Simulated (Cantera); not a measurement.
# B + H2 + N2 (boron, boron nitride and boron oxide)

Feed: 1 mol B, 5.5 mol H2, 91 mol N2, equilibrated at 55.0 Pa.

Equilibrium computed with Cantera from the NASA thermochemical tables; the gas is ideal and each condensed phase is pure. Candidate condensed phases: B, BN; 15 gas species. N2 is the only nitrogen source here; it is nearly inert below about 1500 K, so the nitride shown seldom forms there in practice. The tables' values for BH2 are old estimates; treat these amounts as uncertain. Rates play no part.

| T (K) | log p N2 | log p H | log p H2 | log p B | n BN(s) | n B(s) |
|---|---|---|---|---|---|---|
| 1000 | -3.29 | -10.89 | -4.50 | <-15 | 1.00 | 0 |
| 1100 | -3.29 | -9.84 | -4.50 | <-15 | 1.00 | 0 |
| 1200 | -3.29 | -8.96 | -4.50 | <-15 | 1.00 | 0 |
| 1300 | -3.29 | -8.21 | -4.50 | <-15 | 1.00 | 0 |
| 1400 | -3.29 | -7.56 | -4.50 | <-15 | 1.00 | 0 |
| 1500 | -3.29 | -7.01 | -4.50 | -14.20 | 1.00 | 0 |
| 1600 | -3.29 | -6.52 | -4.50 | -12.45 | 1.000 | 0 |
| 1700 | -3.29 | -6.09 | -4.51 | -10.90 | 1.000 | 0 |
| 1800 | -3.29 | -5.70 | -4.52 | -9.53 | 1.000 | 0 |
| 1900 | -3.29 | -5.37 | -4.53 | -8.30 | 0.999 | 0 |
| 2000 | -3.29 | -5.07 | -4.57 | -7.20 | 0.987 | 0 |
| 2100 | -3.29 | -4.82 | -4.63 | -6.20 | 0.881 | 0 |
| 2200 | -3.30 | -4.62 | -4.74 | -5.56 | 0 | 0.492 |
| 2300 | -3.30 | -4.46 | -4.89 | -5.27 | 0 | 0 |
log p: log10 of the partial pressure in bar; n: condensed amount in mol.

From 1000 K to 2100 K the condensed part is BN(s). At 2200 K the condensed part is B(s). At 2300 K nothing is condensed.
